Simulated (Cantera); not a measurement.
A freely propagating, adiabatic, planar premixed flame of H₂ : O₂ : N₂ = 1 : 0.82 : 2.13 (molar parts), unburnt at 400 K and 0.560 bar; multicomponent transport, grid criteria slope 0.08 and curve 0.16, no radiation.

Cantera simulation using the H2/O2 subset of GRI-Mech 3.0, which has no nitrogen chemistry; the numbers are that mechanism's predictions, not measurements. Burning velocities carry a grid error of a few per cent, more on coarse grids. Lean hydrogen flames are cellular in practice and burn faster than this planar one.

### Question
Predict: laminar burning velocity; thermal thickness; peak x(H); peak x(OH); peak x(HO₂); peak x(O).

### Answer
```
Item                         Value
------------------------  --------
laminar burning velocity  301 cm/s
thermal thickness         0.694 mm
peak x(H)                   0.0327
peak x(OH)                  0.0181
peak x(HO₂)               0.000366
peak x(O)                   0.0173
```
